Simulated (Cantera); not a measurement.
A perfectly stirred reactor is fed with 0.990 % C2H6, 99.0 % N2, at 0.0133 bar; it is held at 1550 K, and followed from long to short residence time.

Detailed kinetics in Cantera: GRI-Mech 3.0 (53 species, 325 reactions). GRI-Mech 3.0 stops at C3 and has no aromatics, soot or wall deposition, so with more carbon than oxygen in the feed, carbon stays in small species such as C2H2 where larger ones or solid carbon would form. Radical loss at walls, strong at low pressure, is not modelled.

x: mole fraction; the columns are a selection and need not sum to one.

| τ (s) | x C2H6 | x C2H | x CH4 | x H2 | x HCN | x CH3 |
|---|---|---|---|---|---|---|
| 2.4 | 1.44e-5 | 2.11e-7 | 0.000786 | 0.0179 | 4.94e-5 | [?] |
| 0.95 | 3.41e-5 | 2.32e-7 | 0.00106 | 0.0173 | 3.36e-5 | [?] |
| 0.38 | 7.97e-5 | 2.53e-7 | 0.00139 | 0.0164 | 2.23e-5 | [?] |
| 0.15 | 0.000187 | 2.71e-7 | 0.00174 | 0.0151 | 1.45e-5 | [?] |
| 0.059 | 0.000439 | 2.77e-7 | 0.00199 | 0.0132 | 9.17e-6 | [?] |
| 0.024 | 0.000988 | 2.53e-7 | 0.00195 | 0.0107 | 5.72e-6 | [?] |
| 0.0094 | 0.00222 | 1.79e-7 | 0.00148 | 0.00749 | 3.25e-6 | [?] |

Task: Fill in the missing entries.

Result: 
- 2.4, x CH3: 0.000146
- 0.95, x CH3: 0.000226
- 0.38, x CH3: 0.000349
- 0.15, x CH3: 0.000540
- 0.059, x CH3: 0.000833
- 0.024, x CH3: 0.00125
- 0.0094, x CH3: 0.00179
